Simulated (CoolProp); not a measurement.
A Linde-Hampson liquefier for carbon monoxide: isothermal reversible compression at 300 K from 1 atm to 30 MPa, throttling to 1 atm, return gas leaving the recuperator 5 K below the feed. Each further row changes one setting.

Values from CoolProp's reference Helmholtz-energy equation of state, Lemmon 2006. It is a short technical equation, of lower accuracy than the large ones.

```
case                        liquid yield per pass  compression work (kJ/kg of gas)
--------------------------  ---------------------  -------------------------------
as stated                                       …                              509
high pressure 60 MPa                        0.082                              588
warm-end temperature 330 K                      …                              564
warm-end gap 10 K                               …                              509
```

Q: What belongs in the gaps?

A: 
- as stated, liquid yield per pass: 0.091
- warm-end temperature 330 K, liquid yield per pass: 0.065
- warm-end gap 10 K, liquid yield per pass: 0.080
